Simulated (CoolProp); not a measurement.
Vapour-liquid equilibrium of isohexane (1) + n-heptane (2) at 163.15 °C; x and y are mole fractions of (1).

Model: multi-fluid Helmholtz-energy mixture model, Lemmon 2006 and Span 2003; pair parameters Bell 2016, in CoolProp.

```json
[
 {"x": "0.05", "bubble pressure, mixture model (MPa)": "0.5222", "bubble pressure, Raoult's law (MPa)": "0.5254", "y, mixture model": "0.094", "y, Raoult's law": "0.109"},
 {"x": "0.2", "bubble pressure, mixture model (MPa)": "0.6119", "bubble pressure, Raoult's law (MPa)": "0.6237", "y, mixture model": "0.327", "y, Raoult's law": "0.368"},
 {"x": "0.35", "bubble pressure, mixture model (MPa)": "0.7037", "bubble pressure, Raoult's law (MPa)": "0.7220", "y, mixture model": "0.507", "y, Raoult's law": "0.557"},
 {"x": "0.5", "bubble pressure, mixture model (MPa)": "0.7985", "bubble pressure, Raoult's law (MPa)": "0.8204", "y, mixture model": "0.654", "y, Raoult's law": "0.700"},
 {"x": "0.65", "bubble pressure, mixture model (MPa)": "0.8975", "bubble pressure, Raoult's law (MPa)": "0.9187", "y, mixture model": "0.776", "y, Raoult's law": "0.812"},
 {"x": "0.8", "bubble pressure, mixture model (MPa)": "1.001", "bubble pressure, Raoult's law (MPa)": "1.017", "y, mixture model": "0.881", "y, Raoult's law": "0.903"},
 {"x": "0.95", "bubble pressure, mixture model (MPa)": "1.110", "bubble pressure, Raoult's law (MPa)": "1.115", "y, mixture model": "0.972", "y, Raoult's law": "0.978"}
]
```

The largest gap from Raoult's law is -2.7 % in bubble pressure, at x = 0.5. No azeotrope shows between x = 0.05 and 0.95.

The pair parameters rest on a limited set of measurements; away from them the model extrapolates.
